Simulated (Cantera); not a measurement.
**Thermodynamics of carbothermic reduction, feed MgO + CO + H2**

Charge: 1 mol MgO, 14 mol CO, 2.1 mol H2, held at 1100 K and 1.20 bar.

These are equilibrium values from Cantera (NASA tables, ideal gas, pure condensed phases), not measurements of a reactor. Candidate condensed phases: C, C6H6, C7H8, C8H18, H2O, Mg, MgCO3, MgO, Mg(OH)2; 116 gas species. Kinetics and transport are ignored.

The x(CO) comes out as 0.793. The x(H2) comes out as 0.128. The x(CO2) comes out as 0.0667, the x(H2O) is 0.0109 and the x(CH4) comes out as 0.000709. The n(C(graphite)) is 1.15 mol and the n(MgO(s)) is 1.00 mol. The gas amount is 14.93 mol and the log10 activity of Mg(l) (absent) is -12.92.
